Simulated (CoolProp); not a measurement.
Saturation properties of acetone (Tc = 508.1 K, pc = 4692 kPa, ω = 0.307).

The numbers come from the reference Helmholtz-energy equation of state, Lemmon 2006 in CoolProp. It is a short technical equation, of lower accuracy than the large ones.

```
T (K)  p (kPa)  liquid density (kg/m³)  enthalpy of vaporisation (kJ/kg)
-----  -------  ----------------------  --------------------------------
262.9    5.268                   823.2                             568.7
278.9    12.52                   805.9                                 …
294.9    26.66                   788.3                             537.5
310.9    51.86                   770.2                             521.1
326.8    93.20                   751.8                             504.1
342.8        …                   732.6                             486.1
358.8        …                   712.6                             467.0
374.7    387.4                   691.8                             446.7
390.7    571.6                   669.5                             424.5
```

Question: What belongs in the gaps?

Answer: 
- 278.9, enthalpy of vaporisation (kJ/kg): 553.3
- 342.8, p (kPa): 157.8
- 358.8, p (kPa): 253.2

It boils at 329.2 K under 1 atm.
